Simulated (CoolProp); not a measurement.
Properties of sulfur hexafluoride along the isobar 3 bar (Tc = 45.6 °C, pc = 37.55 bar, ω = 0.210).

Values from CoolProp's reference Helmholtz-energy equation of state, Guder 2009.

| T (°C) | phase | Z | cv (kJ/(kg K)) | expansivity (1/kK) |
|---|---|---|---|---|
| 16.85 | gas | 0.9625 | 0.5992 | 3.903 |
| 58.65 | gas | 0.9762 | 0.6612 | 3.265 |
| 100.55 | gas | 0.9843 | 0.7136 | 2.829 |
| 142.45 | gas | 0.9894 | 0.7569 | 2.505 |
| 184.35 | gas | 0.9928 | 0.7928 | 2.252 |
| 226.25 | gas | 0.9951 | 0.8225 | 2.048 |
| 268.05 | gas | 0.9967 | 0.8472 | 1.881 |
| 309.95 | gas | 0.9979 | 0.8680 | 1.739 |
| 351.85 | gas | 0.9987 | 0.8855 | 1.618 |
